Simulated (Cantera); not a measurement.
Feed: 1 mol Fe2O3, 1 mol CH4, 5.8 mol N2, held at 923 K and 86.0 mbar.

Equilibrium computed with Cantera from the NASA thermochemical tables; the gas is ideal and each condensed phase is pure. Candidate condensed phases: C, C6H6, C7H8, C8H18, Fe, Fe(CO)5, FeO, Fe(OH)2, Fe(OH)3, Fe2O3, Fe3O4, H2O; 140 gas species. The tables' stoichiometric FeO is somewhat more stable than real wüstite, so its field is too wide. FeO: taken at fixed stoichiometry. Equilibrium is a limit: real reactors are often held back by kinetics, nucleation or transport.

Base state: N2 0.659, H2 0.198, CO 0.0877, H2O 0.0287, CO2 0.0259, CH4 6.33e-5 (mole fractions); condensed: Fe(α) + FeO(s).

Question: What changes in the equilibrium state with this change: temperature from 923 K to 1048 K?

Answer: 
```csv
species,before,after
N2,0.659,0.659
H2,0.198,0.189
CO,0.0877,0.0918
H2O,0.0287,0.0379
CO2,0.0259,0.0218
CH4,6.33e-5,1.33e-6
"Fe(α), mol",0.481,0.526
"FeO(s), mol",1.52,1.47
```
Mutual solubility and eutectic melting of coexisting phases are not modelled.
